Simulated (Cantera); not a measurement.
A perfectly stirred reactor is fed with CH4 : C2H6 : C3H8 : O2 : N2 = 1 : 0.14 : 0.15 : 2.49 : 9.37 (molar parts), equivalence ratio 1.3, at 1.20 bar; it is adiabatic with a 675 K inlet, and is followed from long to short residence time, starting on the burning branch (τ in s: 0.23, 0.096, 0.041, 0.017, 0.0073, 0.0031, 0.0013, 0.00055, 0.00023, 9.9e-05, 4.2e-05, 1.8e-05).

Computed with Cantera and GRI-Mech 3.0 (53 species, 325 reactions). GRI-Mech 3.0 was tuned for natural gas; its chemistry of propane as a main component is partial and can be far from experiment.

### Question
What does this change do: inlet temperature 675 to 448 K?

### Answer
| quantity | before | after |
|---|---|---|
| blow-out, bracketed by the residence times tried | burning at 99.0 µs, out at 42.0 µs | burning at 99.0 µs, out at 42.0 µs |
| x(CH4) at τ = 0.230 s | 2.85e-6 | 1.04e-5 |
| x(C2H6) at τ = 0.230 s | 1.16e-8 | 2.68e-8 |
| x(C3H8) at τ = 0.230 s | 1.29e-8 | 2.50e-8 |
| x(H2O2) at τ = 0.230 s | 1.20e-8 | 5.93e-9 |
| x(C2H2) at τ = 0.230 s | 1.16e-6 | 4.62e-6 |
| x(CH4) at τ = 1.30 ms | 6.93e-5 | 0.000119 |
| x(C2H6) at τ = 1.30 ms | 1.39e-6 | 2.39e-6 |
| x(C3H8) at τ = 1.30 ms | 1.14e-6 | 1.79e-6 |
| x(H2O2) at τ = 1.30 ms | 6.74e-8 | 6.85e-8 |
| x(C2H2) at τ = 1.30 ms | 2.03e-5 | 4.56e-5 |

### Question
What does this change do: inlet temperature 675 to 425 K?

### Answer
```csv
quantity,before,after
"blow-out, bracketed by the residence times tried","burning at 99.0 µs, out at 42.0 µs","burning at 0.230 ms, out at 99.0 µs"
x(CH4) at τ = 0.230 s,2.85e-6,1.17e-5
x(C2H6) at τ = 0.230 s,1.16e-8,2.92e-8
x(C3H8) at τ = 0.230 s,1.29e-8,2.68e-8
x(H2O2) at τ = 0.230 s,1.20e-8,5.64e-9
x(C2H2) at τ = 0.230 s,1.16e-6,5.25e-6
x(CH4) at τ = 1.30 ms,6.93e-5,0.000127
x(C2H6) at τ = 1.30 ms,1.39e-6,2.54e-6
x(C3H8) at τ = 1.30 ms,1.14e-6,1.89e-6
x(H2O2) at τ = 1.30 ms,6.74e-8,6.86e-8
x(C2H2) at τ = 1.30 ms,2.03e-5,5.02e-5
```
